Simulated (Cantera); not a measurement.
Cantera run, input and output.

```python
import numpy as np
import cantera as ct

gas = ct.Solution("h2o2.yaml")
gas.TPX = 350, 40000, {'H2': 1, 'O2': 0.526, 'N2': 1.98}
flame = ct.FreeFlame(gas, width=0.076)
flame.set_refine_criteria(ratio=3, slope=0.08, curve=0.16)
flame.transport_model = "mixture-averaged"
flame.solve(loglevel=0, auto=True)
z, T = flame.grid, flame.T
thick = (T[-1] - T[0]) / np.gradient(T, z).max()
show = ['H2', 'O2', 'H2O', 'HO2', 'O', 'OH']
print(f"laminar burning velocity  {flame.velocity[0] * 100:.3f} cm/s")
print(f"burnt temperature         {T[-1]:.1f} K")
print(f"thermal thickness         {thick * 1e3:.4f} mm")
print(f"grid points               {len(z)}")
z0 = z[flame.heat_release_rate.argmax()]
print(f"{'z/mm':>9s}{'T/K':>9s}{'u/(m/s)':>9s}" + "".join(f"{s:>11s}" for s in show))
rows = []
for k in (-3, -2, -1.5, -1, -0.5, -0.25, 0, 0.25, 0.5, 1, 2, 4, 8):
    zz = z0 + k * thick
    rows.append([k * thick, np.interp(zz, z, T), np.interp(zz, z, flame.velocity),
                 *(np.interp(zz, z, flame.X[gas.species_index(s)]) for s in show)])
    print(f"{rows[-1][0] * 1e3:9.3f}{rows[-1][1]:9.1f}{rows[-1][2]:9.3f}" + "".join(f"{x:11.3e}" for x in rows[-1][3:]))
```

It prints:

```
laminar burning velocity  269.793 cm/s
burnt temperature         2343.3 K
thermal thickness         1.2385 mm
grid points               121
     z/mm      T/K  u/(m/s)         H2         O2        H2O        HO2          O         OH
   -3.715    350.0    2.698  2.852e-01  1.500e-01  3.631e-13  6.972e-14  2.050e-14  6.705e-17
   -2.477    350.0    2.698  2.852e-01  1.500e-01  3.247e-11  7.241e-12  1.215e-12  4.123e-15
   -1.858    350.0    2.698  2.852e-01  1.500e-01  1.236e-09  3.150e-10  3.258e-11  1.547e-13
   -1.238    350.0    2.698  2.851e-01  1.500e-01  5.965e-08  1.829e-08  9.856e-10  4.400e-11
   -0.619    355.8    2.731  2.816e-01  1.507e-01  9.195e-05  3.336e-05  4.758e-07  2.843e-06
   -0.310    592.9    4.417  2.465e-01  1.476e-01  1.694e-02  1.751e-04  1.203e-04  9.419e-04
    0.000   1072.3    7.709  1.475e-01  1.124e-01  1.002e-01  5.269e-05  3.928e-03  2.215e-03
    0.310   1390.0    9.880  6.082e-02  5.468e-02  2.020e-01  2.163e-05  1.073e-02  7.265e-03
    0.619   1539.9   10.879  4.133e-02  3.723e-02  2.318e-01  1.292e-05  1.202e-02  1.040e-02
    1.238   1694.2   11.862  3.853e-02  3.153e-02  2.440e-01  9.026e-06  1.097e-02  1.303e-02
    2.477   1851.2   12.825  3.638e-02  2.758e-02  2.556e-01  6.378e-06  8.876e-03  1.482e-02
    4.954   2001.4   13.715  3.202e-02  2.362e-02  2.689e-01  4.325e-06  6.476e-03  1.541e-02
    9.908   2133.9   14.474  2.601e-02  1.986e-02  2.828e-01  2.890e-06  4.268e-03  1.462e-02
```

Cantera simulation using the H2/O2 subset of GRI-Mech 3.0, which has no nitrogen chemistry; the numbers are that mechanism's predictions, not measurements. Burning velocities carry a grid error of a few per cent, more on coarse grids.
